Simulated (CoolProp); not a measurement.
Vapour-liquid equilibrium of m-xylene (1) + n-undecane (2) at 446.4 K; x and y are mole fractions of (1).

Computed with CoolProp (multi-fluid Helmholtz-energy mixture model, Zhou 2012 and Aleksandrov 2011; pair parameters Bell 2016).

```json
[
 {"x": "0.05", "bubble pressure (MPa)": "0.06436", "y at the bubble point": "0.163", "dew pressure at overall composition x (MPa)": "0.05859", "liquid density (mol/L)": "4.053"},
 {"x": "0.125", "bubble pressure (MPa)": "0.07645", "y at the bubble point": "0.345", "dew pressure at overall composition x (MPa)": "0.06231", "liquid density (mol/L)": "4.195"},
 {"x": "0.2", "bubble pressure (MPa)": "0.08868", "y at the bubble point": "0.479", "dew pressure at overall composition x (MPa)": "0.06652", "liquid density (mol/L)": "4.346"},
 {"x": "0.275", "bubble pressure (MPa)": "0.1011", "y at the bubble point": "0.582", "dew pressure at overall composition x (MPa)": "0.07133", "liquid density (mol/L)": "4.507"},
 {"x": "0.35", "bubble pressure (MPa)": "0.1137", "y at the bubble point": "0.665", "dew pressure at overall composition x (MPa)": "0.07687", "liquid density (mol/L)": "4.677"},
 {"x": "0.425", "bubble pressure (MPa)": "0.1266", "y at the bubble point": "0.732", "dew pressure at overall composition x (MPa)": "0.08333", "liquid density (mol/L)": "4.860"},
 {"x": "0.5", "bubble pressure (MPa)": "0.1398", "y at the bubble point": "0.788", "dew pressure at overall composition x (MPa)": "0.09095", "liquid density (mol/L)": "5.054"},
 {"x": "0.575", "bubble pressure (MPa)": "0.1533", "y at the bubble point": "0.835", "dew pressure at overall composition x (MPa)": "0.1001", "liquid density (mol/L)": "5.262"},
 {"x": "0.65", "bubble pressure (MPa)": "0.1671", "y at the bubble point": "0.875", "dew pressure at overall composition x (MPa)": "0.1112", "liquid density (mol/L)": "5.486"},
 {"x": "0.725", "bubble pressure (MPa)": "0.1811", "y at the bubble point": "0.910", "dew pressure at overall composition x (MPa)": "0.1251", "liquid density (mol/L)": "5.726"},
 {"x": "0.8", "bubble pressure (MPa)": "0.1953", "y at the bubble point": "0.939", "dew pressure at overall composition x (MPa)": "0.1430", "liquid density (mol/L)": "5.984"},
 {"x": "0.875", "bubble pressure (MPa)": "0.2098", "y at the bubble point": "0.965", "dew pressure at overall composition x (MPa)": "0.1670", "liquid density (mol/L)": "6.263"},
 {"x": "0.95", "bubble pressure (MPa)": "0.2243", "y at the bubble point": "0.987", "dew pressure at overall composition x (MPa)": "0.2011", "liquid density (mol/L)": "6.565"}
]
```

No azeotrope shows between x = 0.05 and 0.95.

Pair parameters are fitted to limited data, so mixtures are less certain than the pure fluids.
